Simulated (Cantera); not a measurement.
A freely propagating, adiabatic, planar premixed flame of 20.4 % H2, 16.7 % O2, 62.9 % N2, unburnt at 650 K and 100.0 Torr; mixture-averaged transport, grid criteria slope 0.08 and curve 0.16, no radiation.

Detailed kinetics in Cantera: the H2/O2 subset of GRI-Mech 3.0, which has no nitrogen chemistry. Burning velocities carry a grid error of a few per cent, more on coarse grids. Lean hydrogen flames are cellular in practice and burn faster than this planar one.

x: mole fraction of selected species; z is measured from the peak of heat release.

```tsv
z (mm)	T (K)	u (m/s)	x H2	x O2	x H2O2	x H2O	x H	x OH
-20.3	650	5.41	0.204	0.167	<1e-8	<1e-8	<1e-8	<1e-8
-13.5	650	5.41	0.204	0.167	<1e-8	<1e-8	<1e-8	<1e-8
-10.1	650	5.41	0.204	0.167	<1e-8	<1e-8	<1e-8	<1e-8
-6.76	650	5.41	0.204	0.167	<1e-8	9.92e-8	3.61e-7	<1e-8
-3.38	658	5.47	0.202	0.167	[?]	0.000627	0.000337	2.71e-5
-1.69	758	6.23	0.182	0.164	[?]	0.0110	0.00615	0.000295
0	1070	8.57	0.0867	0.129	[?]	0.0844	0.0386	0.00278
1.69	1322	10.5	0.0235	0.0861	[?]	0.157	0.0492	0.00696
3.38	1441	11.3	0.0186	0.0796	[?]	0.169	0.0413	0.00897
6.76	1573	12.3	0.0175	0.0767	[?]	0.177	0.0305	0.0112
13.5	1710	13.2	0.0154	0.0744	[?]	0.186	0.0203	0.0130
27.1	1840	14.1	0.0121	0.0727	[?]	0.195	0.0118	0.0137
54.1	1953	14.8	0.00824	0.0718	[?]	0.205	0.00572	0.0129
```

**Question.** What belongs in the gaps?

**Answer.** 
- -3.38, x H2O2: 4.75e-7
- -1.69, x H2O2: 5.96e-7
- 0, x H2O2: 9.23e-7
- 1.69, x H2O2: 1.07e-6
- 3.38, x H2O2: 7.93e-7
- 6.76, x H2O2: 4.65e-7
- 13.5, x H2O2: 2.44e-7
- 27.1, x H2O2: 1.32e-7
- 54.1, x H2O2: 7.85e-8
